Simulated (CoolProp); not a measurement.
1000 sccm (0 °C, 1 atm) of nitrogen bubbles through liquid hexamethyldisiloxane (MM) at 281.5 K and leaves saturated at a total pressure of 0.0562 MPa (ideal gas phase). Each further row changes one setting.

Model: reference Helmholtz-energy equation of state, Thol 2016, in CoolProp.

| case | vapour pressure (kPa) | mole fraction of vapour | delivery (mg/min) | delivery (sccm) | change of delivery for a bath 1 K warmer (%) |
|---|---|---|---|---|---|
| as stated | 2.25 | 0.0401 | 302 | 41.7 | 6.3 |
| bath temperature 286.5 K | 3.00 | 0.0533 | 408 | 56.3 | 6.1 |
| total pressure 0.112 MPa | 2.25 | 0.0201 | 149 | 20.5 | 6.1 |
